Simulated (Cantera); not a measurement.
A closed system holds: 1 mol Si3N4, 0.02 mol N2O, 79 mol H2, held at 1473 K and 3.70 mbar.

Cantera equilibrium calculation (NASA polynomials, part measured and part estimated; ideal gas, pure solids and liquids). Candidate condensed phases: H2O, Si, SiO2, Si2N2O, Si3N4; 35 gas species. Mutual solubility and eutectic melting of coexisting phases are not modelled. The numbers say what is thermodynamically allowed, not how fast it happens.

Base state: H2 0.992, N2 0.00746, H 0.000207, SiO 0.000120 (mole fractions); condensed: Si(s) + Si2N2O(s) + Si3N4(s).

Problem. What changes in the equilibrium state with this change: Si3N4 replaced by Si?

Solution. 
```
species           before     after
--------------  --------  --------
H2                 0.992     0.999
N2               0.00746  0.000253
SiO             0.000120  0.000253
H               0.000207  0.000208
Si(s), mol         0.845     0.980
Si2N2O(s), mol    0.0105         0
Si3N4(s), mol      0.708         0
```

Problem. What changes in the equilibrium state with this change: N2O from 0.02 to 0.76 mol?

Solution. 
| species | before | after |
|---|---|---|
| H2 | 0.992 | 0.987 |
| N2 | 0.00746 | 0.0127 |
| H | 0.000207 | 0.000207 |
| SiO | 0.000120 | 0.000100 |
| Si(s), mol | 0.845 | 0 |
| Si2N2O(s), mol | 0.0105 | 0.752 |
| Si3N4(s), mol | 0.708 | 0.496 |

Problem. What changes in the equilibrium state with this change: temperature from 1473 K to 1800 K?

Solution. 
```tsv
species	before	after
H2	0.992	0.968
N2	0.00746	0.0248
H	0.000207	0.00579
Si	1.48e-6	0.000858
SiH	3.22e-7	5.86e-5
SiH2	1.04e-6	2.90e-5
Si(s), mol	0.845	0
Si2N2O(s), mol	0.0105	0
Si3N4(s), mol	0.708	0
Si(l), mol	0	2.90
```
Gases not in the tables: Si2H6 and higher silanes.
